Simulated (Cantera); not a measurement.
A freely propagating, adiabatic, planar premixed flame of CH₄ : O₂ : N₂ = 1 : 1.54 : 5.78 (molar parts), unburnt at 425 K and 1.01 bar; mixture-averaged transport, grid criteria slope 0.08 and curve 0.16, no radiation.

Cantera simulation using GRI-Mech 3.0 (53 species, 325 reactions); the numbers are that mechanism's predictions, not measurements. Burning velocities carry a grid error of a few per cent, more on coarse grids.

Q: Predict: laminar burning velocity; thermal thickness; peak x(CH₂O); peak x(CH₂).

A: 
```
Quantity                      Value
------------------------  ---------
laminar burning velocity  47.7 cm/s
thermal thickness          0.483 mm
peak x(CH₂O)                0.00107
peak x(CH₂)                 7.00e-5
```
